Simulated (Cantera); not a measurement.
Feed: 1 mol CF4, 0.89 mol F2, a varied amount of H2, at 2798 K and 0.220 bar.

These are equilibrium values from Cantera (NASA tables, ideal gas, pure condensed phases), not measurements of a reactor. Candidate condensed phases: C, C6H6, C7H8, C8H18; 95 gas species. Kinetics and transport are ignored.

Q: What share of the C ends up in condensed phases as a function of n(H2) (mol), at 2.2, 2.7, 3.4, 4.2, 5.3, 6.5, 8.1, 10, 12, 16, 19?

A: 
```json
[
 {"n(H2) (mol)": "2.2", "C condensed (%)": "62.1", "as": "C(graphite)"},
 {"n(H2) (mol)": "2.7", "C condensed (%)": "92.6", "as": "C(graphite)"},
 {"n(H2) (mol)": "3.4", "C condensed (%)": "96.8", "as": "C(graphite)"},
 {"n(H2) (mol)": "4.2", "C condensed (%)": "92.0", "as": "C(graphite)"},
 {"n(H2) (mol)": "5.3", "C condensed (%)": "85.3", "as": "C(graphite)"},
 {"n(H2) (mol)": "6.5", "C condensed (%)": "77.9", "as": "C(graphite)"},
 {"n(H2) (mol)": "8.1", "C condensed (%)": "68.0", "as": "C(graphite)"},
 {"n(H2) (mol)": "10", "C condensed (%)": "56.2", "as": "C(graphite)"},
 {"n(H2) (mol)": "12", "C condensed (%)": "43.7", "as": "C(graphite)"},
 {"n(H2) (mol)": "16", "C condensed (%)": "18.8", "as": "C(graphite)"},
 {"n(H2) (mol)": "19", "C condensed (%)": "0.0", "as": "C(graphite)"}
]
```
